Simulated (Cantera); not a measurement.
Input: 1 mol SiC, a varied amount of N2O, 3.8 mol N2, held at 1475 K and 101000 Pa.

Method: chemical equilibrium by Gibbs-energy minimisation in Cantera with the NASA 1993 tables (ideal gas, pure condensed phases). Candidate condensed phases: C, Si, SiC, SiO2, Si2N2O, Si3N4; 34 gas species. Mutual solubility and eutectic melting of coexisting phases are not modelled. The tables hold silica as quartz up to 1696 K and as liquid above; real silica turns to tridymite and cristobalite and melts near 1996 K. The numbers say what is thermodynamically allowed, not how fast it happens.

Question: Which condensed phases are stable at each of these points (n(N2O) (mol)): 0.018, 0.039, 0.082, 0.17, 0.37, 0.78, 1.6?

Answer: 
```
n(N2O) (mol)                    condensed phases  Si condensed (%)
------------  ----------------------------------  ----------------
0.018         C(graphite) + Si2N2O(s) + Si3N4(s)             100.0
0.039         C(graphite) + Si2N2O(s) + Si3N4(s)             100.0
0.082         C(graphite) + Si2N2O(s) + Si3N4(s)             100.0
0.17          C(graphite) + Si2N2O(s) + Si3N4(s)             100.0
0.37          C(graphite) + Si2N2O(s) + Si3N4(s)             100.0
0.78                     C(graphite) + Si2N2O(s)             100.0
1.6                   SiO2(β-quartz) + Si2N2O(s)             100.0
```

From 0.018 mol N2O to 0.37 mol N2O the condensed part is C(graphite) + Si2N2O(s) + Si3N4(s). At 0.78 mol N2O the condensed part is C(graphite) + Si2N2O(s). At 1.6 mol N2O the condensed part is SiO2(β-quartz) + Si2N2O(s).
